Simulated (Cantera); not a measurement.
Charge: 1 mol Al2O3, 88 mol H2, 20 mol N2, equilibrated at 1925 K and 0.320 bar.

Cantera equilibrium calculation (NASA polynomials, part measured and part estimated; ideal gas, pure solids and liquids). Candidate condensed phases: Al, AlN, Al2O3, H2O; 35 gas species. Rates play no part.

Base state: H2 0.813, N2 0.185, H 0.00152, H2O 6.68e-5, Al 2.74e-5 (mole fractions); condensed: Al2O3(s).

### Question
What changes in the equilibrium state with this change: temperature from 1925 K to 1373.15 K?

### Answer
```json
[
 {"species": "H2", "before": "0.813", "after": "0.815"},
 {"species": "N2", "before": "0.185", "after": "0.185"},
 {"species": "H", "before": "0.00152", "after": "5.33e-6"},
 {"species": "Al", "before": "2.74e-5", "after": "<1e-9"},
 {"species": "H2O", "before": "6.68e-5", "after": "3.91e-6"},
 {"species": "Al2O3(s), mol", "before": "0.997", "after": "1.000"},
 {"species": "AlN(s), mol", "before": "0", "after": "0.000281"}
]
```
Mutual solubility and eutectic melting of coexisting phases are not modelled.

### Question
What changes in the equilibrium state with this change: pressure from 0.320 bar to 1 atm?

### Answer
```
species         before     after
-------------  -------  --------
H2               0.813     0.814
N2               0.185     0.185
H              0.00152  0.000857
Al             2.74e-5   1.07e-5
H2O            6.68e-5   5.82e-5
Al2O3(s), mol    0.997     0.998
AlN(s), mol          0   0.00210
```
Mutual solubility and eutectic melting of coexisting phases are not modelled. Condensed phases not in the tables: aluminium oxynitride.

### Question
What changes in the equilibrium state with this change: pressure from 0.320 bar to 0.180 bar?

### Answer
| species | before | after |
|---|---|---|
| H2 | 0.813 | 0.813 |
| N2 | 0.185 | 0.185 |
| H | 0.00152 | 0.00203 |
| Al | 2.74e-5 | 3.56e-5 |
| H2O | 6.68e-5 | 8.23e-5 |
| Al2O | 8.61e-6 | 1.01e-5 |
| Al2O3(s), mol | 0.997 | 0.997 |
